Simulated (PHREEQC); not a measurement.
Solution (25 °C): 0.46 mmol/kgw HNO3, 64 mmol/kgw K2SO4 and 0.19 mmol/kgw CuSO4. It is in equilibrium with CO2 at log p = -1 (atm). Otherwise closed; pH follows from the charge balance.

The numbers come from PHREEQC with the ion-association model, phreeqc.dat.

This is a speciation only: nothing precipitates in the calculation.

Task: Predict the pH.

Result: pH 3.84.

Task: In which forms is K present?

Result: K+ 90 %, KSO4- 9.7 % of the K.

Species that the database lacks are ignored.
